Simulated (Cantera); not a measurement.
A perfectly stirred reactor is fed with 9.71 % C2H6, 90.3 % N2, at 0.133 bar; it is held at 1600 K, and followed from long to short residence time.

Cantera simulation using GRI-Mech 3.0 (53 species, 325 reactions); the numbers are that mechanism's predictions, not measurements. GRI-Mech 3.0 stops at C3 and has no aromatics, soot or wall deposition, so with more carbon than oxygen in the feed, carbon stays in small species such as C2H2 where larger ones or solid carbon would form.

### Question
Predict: x(C2H6) at τ = 1.40 s; x(CH4) at τ = 1.40 s; x(C2H4) at τ = 1.40 s; x(C2H2) at τ = 1.40 s; x(HCN) at τ = 1.40 s; x(C2H6) at τ = 40.0 ms; x(CH4) at τ = 40.0 ms; x(C2H4) at τ = 40.0 ms; x(C2H2) at τ = 40.0 ms; x(HCN) at τ = 40.0 ms.

### Answer
```
Item                      Result
----------------------  --------
x(C2H6) at τ = 1.40 s    3.16e-5
x(CH4) at τ = 1.40 s      0.0115
x(C2H4) at τ = 1.40 s   0.000352
x(C2H2) at τ = 1.40 s     0.0760
x(HCN) at τ = 1.40 s     2.53e-6
x(C2H6) at τ = 40.0 ms  0.000651
x(CH4) at τ = 40.0 ms     0.0242
x(C2H4) at τ = 40.0 ms   0.00309
x(C2H2) at τ = 40.0 ms    0.0674
x(HCN) at τ = 40.0 ms    1.42e-6
```
